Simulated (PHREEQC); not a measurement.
Make-up at 25 °C: 170 mmol/kgw Pb(NO3)2 and 9.8 mmol/kgw Al2(SO4)3. It is in equilibrium with CO2 at log p = -3.4 (atm). Otherwise closed; pH follows from the charge balance.

Equilibrium calculation in PHREEQC: ion-association model, wateq4f.dat.

### Question
The ionic strength comes out as 0.398 mol/kgw. What activity coefficients do SO4-2, PbOH+, Al(SO4)2-, AlOH+2, PbNO3+ get?

### Answer
SO4-2 0.22, PbOH+ 0.73, Al(SO4)2- 0.68, AlOH+2 0.25, PbNO3+ 0.73.

No solid was allowed to form. The solution is supersaturated, for example in Anglesite, Larnakite, so a real one may precipitate; this is no full list.
